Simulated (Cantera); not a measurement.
A Cantera script and what it prints.

```python
import numpy as np
import cantera as ct

gas_names = """
    B BCL BCLF BCL2 BCL3 BF BF2 BF3 BN B2 CL CLF CLF3 CL2 F F2 N NF NF2 NF3 N2
""".split()
cond_names = """
    B(b) B(L) BN(s)
""".split()


# ... load() reads the species with a 1 bar reference pressure and builds the phases ...
atoms = {
    'BN': {'B': 1, 'N': 1},
    'F2': {'F': 2},
    'Cl2': {'CL': 2},
}
top_T = {'BN(s)': 3200}  # K; cautious upper limits of use, not melting points


# ... equilibrate(T, P, feed) seeds the gas with the atoms and calls Mixture.equilibrate('TP', solver="vcs", rtol=1e-11, max_steps=5000) ...
results = []
feed = {'BN': 1, 'F2': 1.2, 'Cl2': 49}  # mol
P = 17  # Pa
for T in [1150, 1250, 1350, 1450, 1550, 1650, 1750, 1850]:
    mix = equilibrate(T, P, feed)
    results.append((T, P, feed, dict(zip(mix.species_names, mix.species_moles))))
    x = sorted(zip(gas.X, gas.species_names), reverse=True)
    print(f"T = {T:g} K  P = {P:g} Pa  gas = {mix.phase_moles(0):.4g} mol")
    print("   x: " + "  ".join(f"{s} {v:.3e}" for v, s in x if v > 1e-06))
    print("   condensed (mol): " + ("  ".join(f"{mix.phase(i).name} {mix.phase_moles(i):.4g}"
          for i in range(1, mix.n_phases) if mix.phase_moles(i) > 1e-12) or "none"))
```

Output:

```
T = 1150 K  P = 17 Pa  gas = 55.36 mol
   x: CL2 7.864e-01  CL 1.865e-01  BF3 1.445e-02  N2 9.031e-03  BCL3 3.613e-03
   condensed (mol): none
T = 1250 K  P = 17 Pa  gas = 64.31 mol
   x: CL2 5.378e-01  CL 4.389e-01  BF3 1.244e-02  N2 7.774e-03  BCL3 3.110e-03
   condensed (mol): none
T = 1350 K  P = 17 Pa  gas = 79.12 mol
   x: CL 7.311e-01  CL2 2.500e-01  BF3 1.011e-02  N2 6.319e-03  BCL3 2.528e-03
   condensed (mol): none
T = 1450 K  P = 17 Pa  gas = 91.46 mol
   x: CL 9.023e-01  CL2 8.133e-02  BF3 8.746e-03  N2 5.467e-03  BCL3 2.186e-03  BF2 1.285e-06
   condensed (mol): none
T = 1550 K  P = 17 Pa  gas = 96.59 mol
   x: CL 9.605e-01  CL2 2.395e-02  BF3 8.275e-03  N2 5.177e-03  BCL3 2.066e-03  BF2 1.104e-05
   condensed (mol): none
T = 1650 K  P = 17 Pa  gas = 98.17 mol
   x: CL 9.772e-01  BF3 8.094e-03  CL2 7.563e-03  N2 5.093e-03  BCL3 1.999e-03  BF2 7.763e-05  BCLF 7.883e-06  BCL2 6.948e-06  F 1.520e-06  BF 1.232e-06
   condensed (mol): none
T = 1750 K  P = 17 Pa  gas = 98.69 mol
   x: CL 9.821e-01  BF3 7.797e-03  N2 5.066e-03  CL2 2.664e-03  BCL3 1.789e-03  BF2 4.238e-04  BCLF 4.769e-05  BCL2 3.946e-05  BF 2.857e-05  BCL 7.481e-06  F 3.658e-06
   condensed (mol): none
T = 1850 K  P = 17 Pa  gas = 99.06 mol
   x: CL 9.838e-01  BF3 6.882e-03  N2 5.048e-03  BF2 1.539e-03  CL2 1.043e-03  BCL3 9.871e-04  BF 3.305e-04  BCLF 1.659e-04  BCL2 1.134e-04  BCL 7.767e-05  F 9.132e-06
   condensed (mol): none
```

Method: chemical equilibrium by Gibbs-energy minimisation in Cantera with the NASA 1993 tables (ideal gas, pure condensed phases). The tables' values for BF2, BClF, BCl2, BCl are old estimates; treat these amounts as uncertain.
